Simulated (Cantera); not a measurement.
An adiabatic, constant-pressure homogeneous reactor starts with CH₄ : O₂ : N₂ = 1 : 1.25 : 4.7 (molar parts), equivalence ratio 1.6, at 1223 K and 5.80 bar.

Computed with Cantera and GRI-Mech 3.0 (53 species, 325 reactions).

Predict: time of steepest temperature rise; temperature at 0.400 s; equilibrium temperature; x(O₂) at 0.400 s; x(CO) at 0.400 s; x(HCO) at 0.400 s.


```
Quantity                                                            Result
---------------------------------  ---------------------------------------
time of steepest temperature rise                                  8.25 ms
temperature at 0.400 s                                              2544 K
equilibrium temperature                                             2544 K
x(O₂) at 0.400 s                   2.97e-5 (gas-phase equilibrium 2.97e-5)
x(CO) at 0.400 s                       0.101 (gas-phase equilibrium 0.101)
x(HCO) at 0.400 s                  3.02e-7 (gas-phase equilibrium 3.02e-7)
```
